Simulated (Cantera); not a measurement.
Equilibrium for silicon oxide and oxynitride deposition: HMDSO + CO₂ + N₂

Input: 1 mol HMDSO, 0.15 mol CO₂, a varied amount of N₂, held at 1125 K and 32.0 Pa.

These are equilibrium values from Cantera (NASA tables, ideal gas, pure condensed phases), not measurements of a reactor. Candidate condensed phases: C, C₆H₆, C₇H₈, C₈H₁₈, H₂O, Si, SiC, SiO₂, Si₂N₂O, Si₃N₄; 151 gas species. The feed counts by its element totals alone. N₂ is the only nitrogen source here; it is nearly inert below about 1500 K, so the nitride shown seldom forms there in practice. Kinetics and transport are ignored.

| n(N₂) (mol) | x H₂ | x N₂ | x CO | x HCN | x CH₄ | x H | x H₂O | x SiO | n C(graphite) | n Si₂N₂O(s) |
|---|---|---|---|---|---|---|---|---|---|---|
| 1.8 | 0.891 | 0.0792 | 0.0297 | 8.15e-6 | 7.33e-6 | 2.34e-6 | 5.45e-7 | 9.17e-8 | 5.85 | 1.00 |
| 2.7 | 0.818 | 0.155 | 0.0273 | 1.09e-5 | 6.18e-6 | 2.25e-6 | 4.59e-7 | 6.29e-8 | 5.85 | 1.00 |
| 3.9 | 0.738 | 0.238 | 0.0246 | 1.29e-5 | 5.02e-6 | 2.13e-6 | 3.73e-7 | 4.82e-8 | 5.85 | 1.00 |
| 5.7 | 0.643 | 0.336 | 0.0214 | 1.43e-5 | 3.82e-6 | 1.99e-6 | 2.83e-7 | 3.78e-8 | 5.85 | 1.00 |
| 8.4 | 0.539 | 0.443 | 0.0180 | 1.50e-5 | 2.68e-6 | 1.82e-6 | 1.99e-7 | 3.01e-8 | 5.85 | 1.00 |
| 12 | 0.443 | 0.542 | 0.0148 | 1.50e-5 | 1.81e-6 | 1.65e-6 | 1.35e-7 | 2.47e-8 | 5.85 | 1.00 |
| 18 | 0.342 | 0.646 | 0.0114 | 1.44e-5 | 1.08e-6 | 1.45e-6 | 8.03e-8 | 1.99e-8 | 5.85 | 1.00 |
| 26 | 0.262 | 0.729 | 0.00875 | 1.34e-5 | 6.36e-7 | 1.27e-6 | 4.72e-8 | 1.64e-8 | 5.85 | 1.00 |
| 38 | 0.194 | 0.799 | 0.00648 | 1.21e-5 | 3.49e-7 | 1.10e-6 | 2.59e-8 | 1.35e-8 | 5.85 | 1.00 |
| 56 | 0.140 | 0.855 | 0.00467 | 1.06e-5 | 1.81e-7 | 9.29e-7 | 1.34e-8 | 1.11e-8 | 5.85 | 1.00 |
x: gas mole fraction; n: condensed amount in mol.

From 1.8 mol N₂ to 56 mol N₂ the condensed part is C(graphite) + Si₂N₂O(s). The main Si-bearing gas is SiO throughout.
